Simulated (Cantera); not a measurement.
A perfectly stirred reactor is fed with CH4 : H2O = 1 : 4 (molar parts), at 5.70 bar; it is held at 1375 K, and followed from long to short residence time.

Cantera simulation using GRI-Mech 3.0 (53 species, 325 reactions); the numbers are that mechanism's predictions, not measurements.

What does this change do: pressure from 5.70 bar to 22.0 bar?


| quantity | before | after |
|---|---|---|
| x(CH4) at τ = 0.300 s | 0.182 | 0.175 |
| x(H2O) at τ = 0.300 s | 0.789 | 0.785 |
| x(HO2) at τ = 0.300 s | <1e-12 | <1e-12 |
| x(CH2CO) at τ = 0.300 s | 5.31e-6 | 5.61e-6 |
| x(CH3) at τ = 0.300 s | 1.33e-5 | 7.00e-6 |
| x(CH4) at τ = 7.10 ms | 0.200 | 0.199 |
| x(H2O) at τ = 7.10 ms | 0.800 | 0.800 |
| x(HO2) at τ = 7.10 ms | <1e-12 | <1e-12 |
| x(CH2CO) at τ = 7.10 ms | 1.40e-9 | 7.56e-9 |
| x(CH3) at τ = 7.10 ms | 1.17e-5 | 7.01e-6 |
The pressure lies above the range GRI-Mech 3.0 was tuned for (to about 10 atm).

What does this change do: CH4 1 to 5.6 parts?


```csv
quantity,before,after
x(CH4) at τ = 0.300 s,0.182,0.524
x(H2O) at τ = 0.300 s,0.789,0.403
x(HO2) at τ = 0.300 s,<1e-12,<1e-12
x(CH2CO) at τ = 0.300 s,5.31e-6,4.11e-6
x(CH3) at τ = 0.300 s,1.33e-5,2.23e-5
x(CH4) at τ = 7.10 ms,0.200,0.582
x(H2O) at τ = 7.10 ms,0.800,0.417
x(HO2) at τ = 7.10 ms,<1e-12,<1e-12
x(CH2CO) at τ = 7.10 ms,1.40e-9,9.26e-10
x(CH3) at τ = 7.10 ms,1.17e-5,1.96e-5
```
GRI-Mech 3.0 stops at C3 and has no aromatics, soot or wall deposition, so with more carbon than oxygen in the feed, carbon stays in small species such as C2H2 where larger ones or solid carbon would form.
